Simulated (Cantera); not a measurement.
What does this Cantera script print?

```python
import numpy as np
import cantera as ct

gas = ct.Solution("gri30.yaml")
gas.TPX = 498, 33000, {'CH4': 1, 'CO': 0.48, 'O2': 1.87, 'N2': 7.02}
inlet = ct.Reservoir(gas, clone=True)
gas.equilibrate("HP")  # start burning
reactor = ct.IdealGasConstPressureReactor(gas, energy="on", clone=False)
exhaust = ct.Reservoir(gas, clone=True)
tau = [0.046, 0.024, 0.013, 0.0065, 0.0034, 0.0018, 0.00092, 0.00048, 0.00025, 0.00013, 6.7e-05, 3.5e-05, 1.8e-05][0]
for a, b in ((inlet, reactor), (reactor, exhaust)):
    ct.MassFlowController(a, b, mdot=lambda t: reactor.mass / tau)
net = ct.ReactorNet([reactor])
show = ['CH4', 'CO', 'O2', 'HCN', 'H2', 'C2H2', 'H']

rows = []
print(f"{'tau/s':>10s}{'T/K':>9s}" + "".join(f"{s:>11s}" for s in show))
for tau in [0.046, 0.024, 0.013, 0.0065, 0.0034, 0.0018, 0.00092, 0.00048, 0.00025, 0.00013, 6.7e-05, 3.5e-05, 1.8e-05]:
    net.initial_time = 0.0
    net.advance(30 * tau)
    before = gas.X
    net.advance(40 * tau)
    drift = np.max(np.abs(gas.X - before) / (gas.X + 1e-9))
    rows.append([gas.T, *gas[show].X, drift])
    print(f"{tau:10.3e}{gas.T:9.1f}" + "".join(f"{x:11.3e}" for x in gas[show].X))
```

It prints:

```
     tau/s      T/K        CH4         CO         O2        HCN         H2       C2H2          H
 4.600e-02   2213.9  8.937e-06  5.701e-02  3.221e-03  1.030e-06  2.096e-02  4.760e-09  5.085e-03
 2.400e-02   2182.6  1.390e-05  5.813e-02  4.309e-03  1.099e-06  2.181e-02  7.917e-09  6.426e-03
 1.300e-02   2146.8  2.146e-05  5.933e-02  5.552e-03  1.120e-06  2.276e-02  1.309e-08  8.041e-03
 6.500e-03   2100.5  3.616e-05  6.077e-02  7.147e-03  1.140e-06  2.394e-02  2.479e-08  1.026e-02
 3.400e-03   2054.0  6.110e-05  6.214e-02  8.755e-03  1.202e-06  2.504e-02  4.961e-08  1.260e-02
 1.800e-03   2008.2  1.062e-04  6.358e-02  1.043e-02  1.356e-06  2.601e-02  1.094e-07  1.491e-02
 9.200e-04   1962.0  1.995e-04  6.549e-02  1.243e-02  1.692e-06  2.681e-02  2.868e-07  1.697e-02
 4.800e-04   1919.2  3.895e-04  6.842e-02  1.500e-02  2.334e-06  2.732e-02  8.392e-07  1.805e-02
 2.500e-04   1871.4  8.422e-04  7.397e-02  1.942e-02  3.607e-06  2.767e-02  2.968e-06  1.741e-02
 1.300e-04   1766.4  2.967e-03  8.853e-02  3.344e-02  6.692e-06  2.945e-02  2.341e-05  1.150e-02
 6.700e-05    498.0  9.643e-02  4.629e-02  1.803e-01 -1.235e-19 -7.604e-16 -1.857e-18  2.964e-23
 3.500e-05    498.0  9.643e-02  4.629e-02  1.803e-01 -8.711e-23 -5.363e-19 -1.310e-21  1.378e-23
 1.800e-05    498.0  9.643e-02  4.629e-02  1.803e-01 -5.503e-24 -3.388e-20 -8.273e-23  5.740e-24
```

Model: GRI-Mech 3.0 (53 species, 325 reactions), integrated in Cantera.
